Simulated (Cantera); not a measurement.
A perfectly stirred reactor is fed with NH3 : H2 = 1 : 0.25 (molar parts), at 338 Torr; it is held at 1850 K, and followed from long to short residence time.

Model: the gas-phase N/H chemistry of the illustrative SiF4/NH3 mechanism in the Surface Chemkin manual (1991), integrated in Cantera. Walls and surfaces, which speed up NH3 decomposition in real reactors, are not modelled.

| quantity | before | after |
|---|---|---|
| x(NH3) at τ = 0.930 s | 0.225 | 0.757 |
| x(H2) at τ = 0.930 s | 0.615 | 0.231 |
| x(N2) at τ = 0.930 s | 0.160 | 0.0119 |
| x(H) at τ = 0.930 s | 0.000211 | 9.57e-6 |
| x(N2H4) at τ = 0.930 s | 3.49e-8 | 9.42e-8 |
| x(NH3) at τ = 85.0 ms | 0.636 | 0.796 |
| x(H2) at τ = 85.0 ms | 0.318 | 0.203 |
| x(N2) at τ = 85.0 ms | 0.0455 | 0.00111 |
| x(H) at τ = 85.0 ms | 7.73e-5 | 8.16e-6 |
| x(N2H4) at τ = 85.0 ms | 1.39e-7 | 9.78e-8 |

Name the change that produced these shifts.
(A) temperature 1850 to 1575 K
(B) pressure from 338 Torr to 67.5 Torr
(C) H2 0.25 to 1.2 parts
(D) temperature 1850 to 1823 K

A, temperature 1850 to 1575 K
